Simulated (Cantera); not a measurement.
# Silicon epitaxy and polysilicon growth: SiH4 + H2

A closed system holds: 1 mol SiH4, 33 mol H2, equilibrated at 10000 Pa.

Method: chemical equilibrium by Gibbs-energy minimisation in Cantera with the NASA 1993 tables (ideal gas, pure condensed phases). Candidate condensed phases: Si; 9 gas species. Gases not in the tables: Si2H6 and higher silanes. Rates play no part.

```csv
T (°C),x H2,x H,x SiH2,x Si,x SiH,n Si(s),n Si(l)
1000,1.000,2.26e-6,4.76e-8,1.80e-10,5.51e-10,1.000,0
1050,1.000,5.01e-6,1.13e-7,8.87e-10,2.06e-9,1.000,0
1100,1.000,1.05e-5,2.51e-7,3.88e-9,6.97e-9,1.000,0
1150,1.000,2.10e-5,5.26e-7,1.53e-8,2.17e-8,1.000,0
1200,1.000,4.00e-5,1.05e-6,5.47e-8,6.22e-8,1.000,0
1250,1.000,7.31e-5,2.01e-6,1.80e-7,1.67e-7,1.000,0
1300,1.000,0.000129,3.67e-6,5.50e-7,4.19e-7,1.000,0
1350,1.000,0.000219,6.47e-6,1.56e-6,9.93e-7,1.000,0
1400,1.000,0.000360,1.10e-5,4.18e-6,2.23e-6,0.999,0
1450,0.999,0.000576,1.70e-5,9.83e-6,4.47e-6,0,0.999
```
x: gas mole fraction; n: condensed amount in mol.

From 1000 °C to 1400 °C the condensed part is Si(s). At 1450 °C the condensed part is Si(l). The main Si-bearing gas is SiH4 at 1000 °C and SiH2 at 1450 °C.
